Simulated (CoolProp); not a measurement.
Ammonia at 298.15 K and 3.93 MPa flows at 6.9 m/s in a round tube of 10 mm bore and 1.5 µm roughness, fully developed (64/Re and Nu = 3.66 if laminar; Colebrook and Gnielinski if turbulent). Each further row changes one setting.

Computed with CoolProp (reference Helmholtz-energy equation of state, Gao 2020).

```
case               Reynolds number  Darcy friction factor  pressure drop (Pa/m)  heat-transfer coefficient (W/(m² K))  mass flow (kg/h)
-----------------  ---------------  ---------------------  --------------------  ------------------------------------  ----------------
as stated                   311000                 0.0158                 22800                                 35200              1180
velocity 13.8 m/s           623000                 0.0146                 84500                                 65700              2360
diameter 20 mm              623000                 0.0138                  9920                                 31000              4730
```

Viscosity comes from a separate model (Fenghour 1995). Thermal conductivity comes from a separate model (Tufeu 1984).
